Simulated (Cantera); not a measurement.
Equilibrium for nitride etching: Si3N4 + HF + N2

Input: 1 mol Si3N4, 29 mol HF, 0.91 mol N2, held at 1330 Pa.

These are equilibrium values from Cantera (NASA tables, ideal gas, pure condensed phases), not measurements of a reactor. Candidate condensed phases: Si, Si3N4; 37 gas species. The tables' values for SiF3, SiF2 are old estimates; treat these amounts as uncertain. Equilibrium is a limit: real reactors are often held back by kinetics, nucleation or transport.

| T (°C) | x HF | x H2 | x SiF4 | x N2 | x SiF3 | x H | x SiF2 |
|---|---|---|---|---|---|---|---|
| 577 | 0.588 | 0.208 | 0.104 | 0.101 | 4.27e-11 | 8.08e-11 | <1e-12 |
| 677 | 0.588 | 0.208 | 0.104 | 0.101 | 1.88e-9 | 2.20e-9 | <1e-12 |
| 777 | 0.588 | 0.208 | 0.104 | 0.101 | 3.99e-8 | 3.20e-8 | <1e-12 |
| 877 | 0.588 | 0.208 | 0.104 | 0.101 | 4.94e-7 | 2.94e-7 | 2.97e-12 |
| 977 | 0.588 | 0.208 | 0.104 | 0.101 | 4.06e-6 | 1.91e-6 | 1.53e-10 |
| 1077 | 0.588 | 0.208 | 0.104 | 0.101 | 2.43e-5 | 9.40e-6 | 4.32e-9 |
| 1177 | 0.588 | 0.207 | 0.104 | 0.101 | 0.000113 | 3.73e-5 | 7.64e-8 |
| 1277 | 0.588 | 0.207 | 0.103 | 0.101 | 0.000426 | 0.000124 | 9.19e-7 |
| 1377 | 0.589 | 0.206 | 0.102 | 0.101 | 0.00135 | 0.000357 | 8.04e-6 |
| 1477 | 0.591 | 0.205 | 0.0997 | 0.100 | 0.00368 | 0.000911 | 5.31e-5 |
| 1577 | 0.594 | 0.201 | 0.0942 | 0.100 | 0.00858 | 0.00209 | 0.000270 |
| 1677 | 0.600 | 0.193 | 0.0844 | 0.0995 | 0.0169 | 0.00436 | 0.00105 |
x: gas mole fraction; nothing condenses.

From 577 °C to 1677 °C nothing is condensed. The main Si-bearing gas is SiF4 throughout.
